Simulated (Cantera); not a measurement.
Feed: 1 mol Ti(OiPr)4, 0.081 mol C3H8, held at 0.0450 bar.

Method: chemical equilibrium by Gibbs-energy minimisation in Cantera with the NASA 1993 tables (ideal gas, pure condensed phases). Candidate condensed phases: C, C6H6, C7H8, C8H18, H2O, Ti, TiC, TiO, TiO2, Ti2O3, Ti3O5, Ti4O7; 113 gas species. The feed counts by its element totals alone. TiC: taken at fixed stoichiometry. Equilibrium is a limit: real reactors are often held back by kinetics, nucleation or transport.

At 1625 °C, list the 4 most abundant gas species with their mole fractions, and the condensed phases.

H2 0.778, CO 0.218, H 0.00325, C2H2 (acetylene) 0.000293. Condensed: C(graphite) + TiC(s).
